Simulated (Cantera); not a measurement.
A Cantera script and what it prints.

```python
import numpy as np
import cantera as ct

gas_names = [...]  # 113 gases of nasa_gas.yaml made of C, H, O, Ta
cond_names = """
    C(gr) C6H6(L) C7H8(L) C8H18(L),n-octa H2O(s) H2O(L) Ta(cr) Ta(L) TaC(s) TaC(L) Ta2O5(s) Ta2O5(L)
""".split()


# ... load() reads the species with a 1 bar reference pressure and builds the phases ...
atoms = {
    'Ta(OEt)5': {'Ta': 1, 'C': 10, 'H': 25, 'O': 5},
    'CH4': {'C': 1, 'H': 4},
    'H2': {'H': 2},
}
top_T = {'C(gr)': 4500}  # K; cautious upper limits of use, not melting points


# ... equilibrate(T, P, feed) seeds the gas with the atoms and calls Mixture.equilibrate('TP', solver="vcs", rtol=1e-11, max_steps=5000) ...
results = []
feed = {'Ta(OEt)5': 1, 'CH4': 0.45, 'H2': 140}  # mol
T = 2200  # K
for P in [0.1, 1.5, 22, 320, 4600, 68000, 1000000]:
    mix = equilibrate(T, P, feed)
    results.append((T, P, feed, dict(zip(mix.species_names, mix.species_moles))))

top = {s: max(r[3][s] / sum(r[3][g] for g in gas_names) for r in results) for s in gas_names}
cols = sorted((s for s in top if top[s] > 0.0001), key=lambda s: -top[s])[:6]
seen = [c for c in cond_names if any(r[3].get(c, 0) > 1e-12 for r in results)]
print("log10 of partial pressures in bar; condensed amounts in mol")
print(f"{'P/Pa':>10s}" + "".join(f"{s[:9]:>10s}" for s in cols + seen))
for T, P, feed, n in results:
    ng = sum(n[g] for g in gas_names)
    print(f"{P:10.4g}" + "".join(f"{np.log10(max(n[s] / ng * P / 1e5, 1e-99)):10.3f}" for s in cols)
          + "".join(f"{n.get(c, 0):10.4g}" for c in seen))
```

Result:

```
log10 of partial pressures in bar; condensed amounts in mol
      P/Pa        H2         H        CO C2H2,acet       CH4        C3     C(gr)    TaC(s)
       0.1    -7.545    -6.022    -7.784   -10.137   -18.671    -8.617     1.552         1
       1.5    -5.425    -4.962    -6.522    -8.016   -14.430    -8.617     3.944         1
        22    -3.836    -4.168    -5.231    -6.428   -11.253    -8.617     3.794         1
       320    -2.553    -3.526    -4.016    -5.144    -8.686    -8.617       3.7         1
      4600    -1.364    -2.931    -2.844    -3.955    -6.308    -8.617     3.671         1
   6.8e+04    -0.186    -2.342    -1.670    -2.777    -3.951    -8.617     3.636         1
     1e+06     0.983    -1.758    -0.500    -1.608    -1.614    -8.617     3.254         1
```

Cantera equilibrium calculation (NASA polynomials, part measured and part estimated; ideal gas, pure solids and liquids). The feed counts by its element totals alone. TaC: taken at fixed stoichiometry. Condensed phases not in the tables: Ta2C.
